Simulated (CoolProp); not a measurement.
Vapour-liquid equilibrium of CH3F (R41) (1) + chloromethane (R40) (2) at 238.9 K; x and y are mole fractions of (1).

Values from CoolProp's multi-fluid Helmholtz-energy mixture model, Lemmon 2006 and Thol 2014; pair parameters Bell 2016.

```json
[
 {"x": "0.05", "bubble pressure (kPa)": "99.78", "y at the bubble point": "0.387", "dew pressure at overall composition x (kPa)": "66.51", "liquid density (mol/L)": "20.38"},
 {"x": "0.2", "bubble pressure (kPa)": "206.9", "y at the bubble point": "0.740", "dew pressure at overall composition x (kPa)": "78.11", "liquid density (mol/L)": "20.84"},
 {"x": "0.35", "bubble pressure (kPa)": "308.1", "y at the bubble point": "0.850", "dew pressure at overall composition x (kPa)": "94.57", "liquid density (mol/L)": "21.29"},
 {"x": "0.5", "bubble pressure (kPa)": "402.2", "y at the bubble point": "0.905", "dew pressure at overall composition x (kPa)": "119.7", "liquid density (mol/L)": "21.72"},
 {"x": "0.65", "bubble pressure (kPa)": "491.2", "y at the bubble point": "0.940", "dew pressure at overall composition x (kPa)": "162.7", "liquid density (mol/L)": "22.13"},
 {"x": "0.8", "bubble pressure (kPa)": "579.5", "y at the bubble point": "0.967", "dew pressure at overall composition x (kPa)": "252.5", "liquid density (mol/L)": "22.50"},
 {"x": "0.95", "bubble pressure (kPa)": "673.6", "y at the bubble point": "0.992", "dew pressure at overall composition x (kPa)": "520.7", "liquid density (mol/L)": "22.82"}
]
```

No azeotrope shows between x = 0.05 and 0.95.

The pair parameters rest on a limited set of measurements; away from them the model extrapolates.
